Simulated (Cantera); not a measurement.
Input: 1 mol C3H8, 10 mol H2, 0.17 mol N2, at 1952 °C and 1.00 bar.

Equilibrium computed with Cantera from the NASA thermochemical tables; the gas is ideal and each condensed phase is pure. Candidate condensed phases: C, C6H6, C7H8, C8H18; 92 gas species. Rates play no part.

Base state: H2 0.977, N2 0.0102, H 0.00640, HCN 0.00326, C2H2 (acetylene) 0.00287, HNC 0.000267, CH4 0.000238, CH3 2.97e-5 (mole fractions); condensed: C(graphite).

Problem. What changes in the equilibrium state with this change: temperature from 1952 °C to 2225 °C?

Solution. 
| species | before | after |
|---|---|---|
| H2 | 0.977 | 0.950 |
| H | 0.00640 | 0.0243 |
| C2H2 (acetylene) | 0.00287 | 0.0102 |
| N2 | 0.0102 | 0.00834 |
| C2H | 6.97e-7 | 1.87e-5 |
| C4H2 | 3.43e-6 | 4.52e-5 |
| HNC | 0.000267 | 0.000733 |
| CH3 | 2.97e-5 | 6.25e-5 |
| C(graphite), mol | 2.86 | 2.60 |

Problem. What changes in the equilibrium state with this change: temperature from 1952 °C to 2350 °C?

Solution. 
```
species            before     after
----------------  -------  --------
H2                  0.977     0.926
H                 0.00640    0.0406
C2H2 (acetylene)  0.00287    0.0164
N2                 0.0102   0.00731
C2H               6.97e-7   6.62e-5
C4H2              3.43e-6  0.000121
CN                7.96e-7   2.33e-5
C(graphite), mol     2.86      2.38
```
